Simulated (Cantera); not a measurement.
## Si + O2 + H2 (thermal oxidation and active oxidation of silicon)

Charge: 1 mol Si, 0.0031 mol O2, 40 mol H2, at 72.0 Pa.

These are equilibrium values from Cantera (NASA tables, ideal gas, pure condensed phases), not measurements of a reactor. Candidate condensed phases: H2O, Si, SiO2; 18 gas species. Gases not in the tables: Si2H6 and higher silanes. Rates play no part.

```tsv
T (K)	log p H2	log p H	log p Si	log p SiH	log p Si2	log p SiO	log p SiH2	n Si(s)	n Si(l)
1425	-3.14	-6.74	-8.79	-9.72	-11.93	-6.95	-9.41	0.994	0
1475	-3.14	-6.46	-8.24	-9.26	-11.21	-6.95	-9.11	0.993	0
1525	-3.14	-6.20	-7.72	-8.83	-10.54	-6.95	-8.83	0.993	0
1575	-3.14	-5.95	-7.24	-8.43	-9.91	-6.95	-8.57	0.990	0
1625	-3.14	-5.72	-6.79	-8.06	-9.32	-6.95	-8.32	0.984	0
1675	-3.14	-5.51	-6.36	-7.71	-8.77	-6.95	-8.09	0.968	0
1725	-3.15	-5.30	-5.99	-7.41	-8.32	-6.95	-7.91	0	0.934
1775	-3.15	-5.11	-5.66	-7.14	-7.91	-6.96	-7.75	0	0.864
1825	-3.15	-4.93	-5.34	-6.89	-7.53	-6.96	-7.60	0	0.724
1875	-3.16	-4.76	-5.04	-6.66	-7.17	-6.96	-7.46	0	0.453
1925	-3.17	-4.60	-4.78	-6.46	-6.88	-6.97	-7.36	0	0
1975	-3.18	-4.45	-4.78	-6.51	-7.09	-6.97	-7.50	0	0
2025	-3.18	-4.31	-4.78	-6.57	-7.29	-6.98	-7.65	0	0
2075	-3.20	-4.17	-4.79	-6.63	-7.49	-6.98	-7.79	0	0
```
log p: log10 of the partial pressure in bar; n: condensed amount in mol.

From 1425 K to 1675 K the condensed part is Si(s). From 1725 K to 1875 K the condensed part is Si(l). From 1925 K to 2075 K nothing is condensed. The main Si-bearing gas is SiO at 1425 K and Si at 2075 K.
